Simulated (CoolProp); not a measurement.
Vapour-liquid equilibrium of n-hexane (1) + n-decane (2) at 100.15 °C; x and y are mole fractions of (1).

Computed with CoolProp (multi-fluid Helmholtz-energy mixture model, Thol 2019 and Lemmon 2006; pair parameters Kunz 2012).

Task: Give the bubble pressure and the first vapour's composition at x = 0.35, 0.45, 0.65. Is there an azeotrope?

Result: x = 0.35: 0.8604 bar, y = 0.922; x = 0.45: 1.095 bar, y = 0.947; x = 0.65: 1.581 bar, y = 0.976. No azeotrope shows between x = 0.05 and 0.95.

The pair parameters rest on a limited set of measurements; away from them the model extrapolates.
